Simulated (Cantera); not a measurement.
Thermodynamics of tantalum, niobium, vanadium and zirconium in process gases, feed Ta + H₂O

Feed: 1 mol Ta, 0.024 mol H₂O, equilibrated at 0.135 Torr.

Method: chemical equilibrium by Gibbs-energy minimisation in Cantera with the NASA 1993 tables (ideal gas, pure condensed phases). Candidate condensed phases: H₂O, Ta, Ta₂O₅; 12 gas species. Mutual solubility and eutectic melting of coexisting phases are not modelled. Condensed phases not in the tables: N, O or C dissolved in the metal. Kinetics and transport are ignored.

From 2073 K to 2173 K the condensed part is Ta(s) + Ta₂O₅(l). From 2273 K to 2873 K the condensed part is Ta(s). The main Ta-bearing gas is TaO₂ at 2073 K and TaO at 2873 K. The share of Ta in condensed phases is highest at 2073 K (99.9 %) and lowest at 2873 K (97.7 %).

```json
[
 {"T (K)": "2073", "x H₂": "0.800", "x H": "0.175", "x TaO": "0.00374", "x TaO₂": "0.0194", "x O": "7.73e-6", "x H₂O": "0.00197", "x Ta": "2.50e-9", "x OH": "4.91e-5", "n Ta(s)": "0.990", "n Ta₂O₅(l)": "0.00456"},
 {"T (K)": "2173", "x H₂": "0.619", "x H": "0.283", "x TaO": "0.0162", "x TaO₂": "0.0792", "x O": "4.12e-5", "x H₂O": "0.00210", "x Ta": "2.02e-8", "x OH": "0.000128", "n Ta(s)": "0.990", "n Ta₂O₅(l)": "0.00369"},
 {"T (K)": "2273", "x H₂": "0.342", "x H": "0.366", "x TaO": "0.0559", "x TaO₂": "0.234", "x O": "0.000172", "x H₂O": "0.00141", "x Ta": "1.36e-7", "x OH": "0.000234", "n Ta(s)": "0.987", "n Ta₂O₅(l)": "0"},
 {"T (K)": "2373", "x H₂": "0.224", "x H": "0.493", "x TaO": "0.0945", "x TaO₂": "0.188", "x O": "0.000348", "x H₂O": "0.000601", "x Ta": "7.75e-7", "x OH": "0.000235", "n Ta(s)": "0.986", "n Ta₂O₅(l)": "0"},
 {"T (K)": "2473", "x H₂": "0.126", "x H": "0.590", "x TaO": "0.145", "x TaO₂": "0.138", "x O": "0.000630", "x H₂O": "0.000217", "x Ta": "3.85e-6", "x OH": "0.000204", "n Ta(s)": "0.984", "n Ta₂O₅(l)": "0"},
 {"T (K)": "2573", "x H₂": "0.0631", "x H": "0.643", "x TaO": "0.202", "x TaO₂": "0.0907", "x O": "0.00102", "x H₂O": "6.74e-5", "x Ta": "1.69e-5", "x OH": "0.000154", "n Ta(s)": "0.982", "n Ta₂O₅(l)": "0"},
 {"T (K)": "2673", "x H₂": "0.0300", "x H": "0.662", "x TaO": "0.254", "x TaO₂": "0.0528", "x O": "0.00149", "x H₂O": "1.91e-5", "x Ta": "6.65e-5", "x OH": "0.000105", "n Ta(s)": "0.980", "n Ta₂O₅(l)": "0"},
 {"T (K)": "2773", "x H₂": "0.0144", "x H": "0.666", "x TaO": "0.290", "x TaO₂": "0.0274", "x O": "0.00195", "x H₂O": "5.29e-6", "x Ta": "0.000237", "x OH": "6.70e-5", "n Ta(s)": "0.978", "n Ta₂O₅(l)": "0"},
 {"T (K)": "2873", "x H₂": "0.00721", "x H": "0.665", "x TaO": "0.311", "x TaO₂": "0.0133", "x O": "0.00237", "x H₂O": "1.50e-6", "x Ta": "0.000771", "x OH": "4.13e-5", "n Ta(s)": "0.977", "n Ta₂O₅(l)": "0"}
]
```
x: gas mole fraction; n: condensed amount in mol.
